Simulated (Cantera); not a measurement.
Feed: 1 mol Fe2O3, a varied amount of Cl2, 5.2 mol O2, at 1050 K and 7.50 Torr.

Method: chemical equilibrium by Gibbs-energy minimisation in Cantera with the NASA 1993 tables (ideal gas, pure condensed phases). Candidate condensed phases: Fe, FeCl2, FeCl3, FeO, Fe2O3, Fe3O4; 13 gas species. Rates play no part.

### Question
Which condensed phases are stable at each of these points (n(Cl2) (mol)): 3.3, 4.1, 5.2, 6.7, 8.4, 11, 14, 17, 22, 28, 35, 44?

### Answer
```
n(Cl2) (mol)  condensed phases  Fe condensed (%)
------------  ----------------  ----------------
3.3                   Fe2O3(s)              96.0
4.1                   Fe2O3(s)              94.5
5.2                   Fe2O3(s)              92.0
6.7                   Fe2O3(s)              88.2
8.4                   Fe2O3(s)              83.3
11                    Fe2O3(s)              74.7
14                    Fe2O3(s)              63.6
17                    Fe2O3(s)              51.3
22                    Fe2O3(s)              28.9
28                    gas only               0.0
35                    gas only               0.0
44                    gas only               0.0
```

From 3.3 mol Cl2 to 22 mol Cl2 the condensed part is Fe2O3(s). From 28 mol Cl2 to 44 mol Cl2 nothing is condensed.
